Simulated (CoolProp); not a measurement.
A single-stage vapour-compression cycle with R115: evaporating at 241.15 K (dew point), condensing at 261.15 K (bubble point), superheat 8 K, subcooling 8 K, compressor efficiency 0.65, no pressure losses. Each further row changes one setting.

Values from CoolProp's reference Helmholtz-energy equation of state, Lemmon 2016.

| case | cooling COP | pressure ratio | discharge temperature (K) | refrigerating effect (kJ/kg) | volumetric capacity (kJ/m³) |
|---|---|---|---|---|---|
| as stated | 7.64 | 2.14 | 274.5 | 116 | 1260 |
| evaporating temperature 246.15 K | 10.6 | 1.75 | 272.9 | 119 | 1560 |
| condensing temperature 256.15 K | 10.4 | 1.79 | 268.5 | 121 | 1310 |
| subcooling 13 K | 7.96 | 2.14 | 274.5 | 121 | 1310 |
| superheat 18 K | 7.71 | 2.14 | 284.9 | 123 | 1270 |
| compressor efficiency 0.55 | 6.47 | 2.14 | 278.4 | 116 | 1260 |
